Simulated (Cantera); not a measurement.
What does this Cantera script print?

```python
import numpy as np
import cantera as ct

gas_names = """
    H H2 N NH NH2 NH3 N2 N2H2 N2H4 Si SiH SiH2 SiH3 SiH4 SiN Si2 Si2N Si3
""".split()
cond_names = """
    Si(cr) Si(L) Si3N4(a)
""".split()


# ... load() reads the species with a 1 bar reference pressure and builds the phases ...
atoms = {
    'SiH4': {'Si': 1, 'H': 4},
    'NH3': {'N': 1, 'H': 3},
}
top_T = {'Si3N4(a)': 2400}  # K; cautious upper limits of use, not melting points


# ... equilibrate(T, P, feed) seeds the gas with the atoms and calls Mixture.equilibrate('TP', solver="vcs", rtol=1e-11, max_steps=5000) ...
results = []
T = 1798.15  # K
P = 10000  # Pa
for m in [0.45, 0.83, 1.5, 2.8, 5, 9.2, 17, 31]:
    feed = {'SiH4': 1, 'NH3': m}  # mol
    mix = equilibrate(T, P, feed)
    results.append((T, P, feed, dict(zip(mix.species_names, mix.species_moles))))

top = {s: max(r[3][s] / sum(r[3][g] for g in gas_names) for r in results) for s in gas_names}
cols = sorted((s for s in top if top[s] > 1e-06), key=lambda s: -top[s])[:7]
seen = [c for c in cond_names if any(r[3].get(c, 0) > 1e-12 for r in results)]
print("log10 of partial pressures in bar; condensed amounts in mol")
print(f"{'n(NH3)':>10s}" + "".join(f"{s[:9]:>10s}" for s in cols + seen))
for T, P, feed, n in results:
    ng = sum(n[g] for g in gas_names)
    print(f"{feed['NH3']:10.4g}" + "".join(f"{np.log10(max(n[s] / ng * P / 1e5, 1e-99)):10.3f}" for s in cols)
          + "".join(f"{n.get(c, 0):10.4g}" for c in seen))
```

Output:

```
log10 of partial pressures in bar; condensed amounts in mol
    n(NH3)        H2        N2         H        Si      SiH2       SiH      Si2N     Si(L)  Si3N4(a)
      0.45    -1.036    -2.110    -3.971    -5.510    -5.565    -5.968    -6.709    0.9998         0
      0.83    -1.039    -2.068    -3.972    -5.510    -5.569    -5.970    -6.688    0.8322   0.05584
       1.5    -1.039    -2.068    -3.972    -5.510    -5.569    -5.970    -6.688    0.4705    0.1764
       2.8    -1.049    -1.976    -3.977    -5.572    -5.640    -6.037    -6.765         0    0.3332
         5    -1.077    -1.791    -3.991    -5.695    -5.791    -6.174    -6.919         0    0.3332
       9.2    -1.097    -1.701    -4.001    -5.755    -5.872    -6.244    -6.995         0    0.3331
        17    -1.109    -1.654    -4.007    -5.786    -5.915    -6.281    -7.033         0    0.3329
        31    -1.116    -1.631    -4.011    -5.802    -5.938    -6.300    -7.053         0    0.3326
```

Method: chemical equilibrium by Gibbs-energy minimisation in Cantera with the NASA 1993 tables (ideal gas, pure condensed phases). Mutual solubility and eutectic melting of coexisting phases are not modelled. Gases not in the tables: Si2H6 and higher silanes.
